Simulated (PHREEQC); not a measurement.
Consider water at 25 °C with 2.8 mmol/kgw NaHCO3 and 0.24 mmol/kgw Na2B4O7. Closed to the air; pH follows from the charge balance.

Model: ion-association model, wateq4f.dat, run in PHREEQC.

Question: The ionic strength comes out as 0.00340 mol/kgw. What activity coefficients do NaCO3-, HCO3-, Na+, H2BO3-, CO3-2 get?

Answer: NaCO3- 0.94, HCO3- 0.94, Na+ 0.94, H2BO3- 0.94, CO3-2 0.78.

No solid was allowed to form. Species that the database lacks are ignored.
